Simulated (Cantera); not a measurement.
Charge: 1 mol HBr, 0.13 mol H2, 0.1 mol O2, at 1175 K and 1.33 mbar.

These are equilibrium values from Cantera (NASA tables, ideal gas, pure condensed phases), not measurements of a reactor. Candidate condensed phases: Br2, H2O; 12 gas species. The numbers say what is thermodynamically allowed, not how fast it happens.

Base state: HBr 0.724, H2O 0.168, Br 0.0961, Br2 0.0111, H2 0.000148 (mole fractions); condensed: gas only.

**Question.** What changes in the equilibrium state with this change: temperature from 1175 K to 1098 K?

**Answer.** 
```tsv
species	before	after
HBr	0.724	0.734
H2O	0.168	0.171
Br	0.0961	0.0705
Br2	0.0111	0.0245
H2	0.000148	3.16e-5
```

**Question.** What changes in the equilibrium state with this change: 0.028 mol NH3 added?

**Answer.** 
| species | before | after |
|---|---|---|
| HBr | 0.724 | 0.777 |
| H2O | 0.168 | 0.165 |
| Br | 0.0961 | 0.0434 |
| N2 | 0 | 0.0115 |
| Br2 | 0.0111 | 0.00226 |
| H2 | 0.000148 | 0.000838 |

**Question.** What changes in the equilibrium state with this change: H2 from 0.13 to 0.84 mol?

**Answer.** 
| species | before | after |
|---|---|---|
| HBr | 0.724 | 0.542 |
| H2 | 0.000148 | 0.348 |
| H2O | 0.168 | 0.109 |
| Br | 0.0961 | 0.00148 |
| Br2 | 0.0111 | 2.64e-6 |
